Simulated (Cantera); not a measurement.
What does this Cantera script print?

```python
import numpy as np
import cantera as ct

gas_names = """
    H HNO HNO2 HNO3 HO2 H2 H2O H2O2 N NH NH2 NH3 NH2OH NO NO2 NO3 N2 N2H2 N2H4 N2O O OH O2 O3 Si SiH
    SiH2 SiH3 SiH4 SiN SiO SiO2 Si2 Si2N Si3
""".split()
cond_names = """
    H2O(s) H2O(L) Si(cr) Si(L) SiO2(Lqz) SiO2(hqz) SiO2(L) Si2N2O(s) Si3N4(a)
""".split()


# ... load() reads the species with a 1 bar reference pressure and builds the phases ...
atoms = {
    'Si3N4': {'Si': 3, 'N': 4},
    'H2O': {'H': 2, 'O': 1},
    'H2': {'H': 2},
}
top_T = {'Si2N2O(s)': 2100, 'Si3N4(a)': 2400}  # K; cautious upper limits of use, not melting points


# ... equilibrate(T, P, feed) seeds the gas with the atoms and calls Mixture.equilibrate('TP', solver="vcs", rtol=1e-11, max_steps=5000) ...
results = []
feed = {'Si3N4': 1, 'H2O': 0.42, 'H2': 1.1}  # mol
T = 1448.15  # K
for P in [0.1, 2.5, 63, 1600, 40000, 1000000]:
    mix = equilibrate(T, P, feed)
    results.append((T, P, feed, dict(zip(mix.species_names, mix.species_moles))))
    x = sorted(zip(gas.X, gas.species_names), reverse=True)
    print(f"T = {T:g} K  P = {P:g} Pa  gas = {mix.phase_moles(0):.4g} mol")
    print("   x: " + "  ".join(f"{s} {v:.3e}" for v, s in x if v > 0.001))
    print("   condensed (mol): " + ("  ".join(f"{mix.phase(i).name} {mix.phase_moles(i):.4g}"
          for i in range(1, mix.n_phases) if mix.phase_moles(i) > 1e-12) or "none"))
```

It prints:

```
T = 1448.15 K  P = 0.1 Pa  gas = 3.963 mol
   x: N2 5.047e-01  H2 3.807e-01  SiO 1.060e-01  H 5.698e-03  Si 2.935e-03
   condensed (mol): Si(cr) 2.568
T = 1448.15 K  P = 2.5 Pa  gas = 3.179 mol
   x: N2 5.091e-01  H2 4.774e-01  SiO 1.212e-02  H 1.276e-03
   condensed (mol): Si(cr) 2.198  Si2N2O(s) 0.3815
T = 1448.15 K  P = 63 Pa  gas = 1.661 mol
   x: H2 9.150e-01  N2 8.438e-02
   condensed (mol): Si2N2O(s) 0.4196  Si3N4(a) 0.7201
T = 1448.15 K  P = 1600 Pa  gas = 1.66 mol
   x: H2 9.156e-01  N2 8.434e-02
   condensed (mol): Si2N2O(s) 0.42  Si3N4(a) 0.72
T = 1448.15 K  P = 40000 Pa  gas = 1.66 mol
   x: H2 9.156e-01  N2 8.433e-02
   condensed (mol): Si2N2O(s) 0.42  Si3N4(a) 0.72
T = 1448.15 K  P = 1e+06 Pa  gas = 1.66 mol
   x: H2 9.156e-01  N2 8.426e-02
   condensed (mol): Si2N2O(s) 0.42  Si3N4(a) 0.72
```

Cantera equilibrium calculation (NASA polynomials, part measured and part estimated; ideal gas, pure solids and liquids). Mutual solubility and eutectic melting of coexisting phases are not modelled.
